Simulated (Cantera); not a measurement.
An isothermal, constant-pressure homogeneous reactor starts with CH₂O : O₂ : N₂ = 0.018 : 0.0068 : 1 (molar parts), equivalence ratio 2.6, at 1475 K and 3150 Torr.

Detailed kinetics in Cantera: GRI-Mech 3.0 (53 species, 325 reactions).

One state of this run: x CH₂O = 2.11e-10; x O₂ = <1e-12; x NO = 1.07e-8; x HCO = 5.72e-11; x C₂H₂ = <1e-12; x CH₃ = <1e-12; x CH₂ = <1e-12. x: mole fraction; the columns are a selection and need not sum to one.

Which value of t (s) does it belong to?
(A) 0.000265
(B) 0.000967
(C) 0.0128
(D) 8.23

D, 8.23
